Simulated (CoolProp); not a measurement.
Vapour-liquid equilibrium of R114 (1) + R113 (2) at 300.9 K; x and y are mole fractions of (1).

Values from CoolProp's multi-fluid Helmholtz-energy mixture model, Platzer 1990 and Marx 1992; pair parameters Bell 2016. This equation is an older, rougher fit; its heat capacities, sound speeds and derivatives of the liquid may be far off and weren't checked against measurements.

| x | bubble pressure, mixture model (MPa) | bubble pressure, Raoult's law (MPa) | y, mixture model | y, Raoult's law |
|---|---|---|---|---|
| 0.05 | 0.05886 | 0.05910 | ? | 0.198 |
| 0.125 | 0.07249 | 0.07291 | 0.391 | 0.401 |
| 0.2 | 0.08627 | 0.08672 | 0.529 | 0.540 |
| 0.275 | 0.1001 | 0.1005 | 0.630 | 0.640 |
| 0.35 | ? | 0.1143 | ? | 0.716 |
| 0.425 | 0.1279 | 0.1281 | 0.766 | 0.776 |
| 0.5 | 0.1417 | 0.1420 | 0.815 | 0.824 |
| 0.575 | 0.1554 | 0.1558 | 0.855 | 0.864 |
| 0.65 | ? | 0.1696 | 0.889 | 0.897 |
| 0.725 | ? | 0.1834 | 0.918 | 0.925 |
| 0.8 | 0.1967 | 0.1972 | ? | 0.949 |
| 0.875 | 0.2105 | 0.2110 | 0.966 | 0.970 |
| 0.95 | 0.2245 | 0.2248 | 0.987 | 0.989 |

Problem. Fill in the missing entries.

Solution. 
- 0.05, y, mixture model: 0.191
- 0.35, bubble pressure, mixture model (MPa): 0.1140
- 0.35, y, mixture model: 0.706
- 0.65, bubble pressure, mixture model (MPa): 0.1692
- 0.725, bubble pressure, mixture model (MPa): 0.1829
- 0.8, y, mixture model: 0.944

The largest gap from Raoult's law is -0.6 % in bubble pressure, at x = 0.125. No azeotrope shows between x = 0.05 and 0.95.

The pair parameters rest on a limited set of measurements; away from them the model extrapolates.
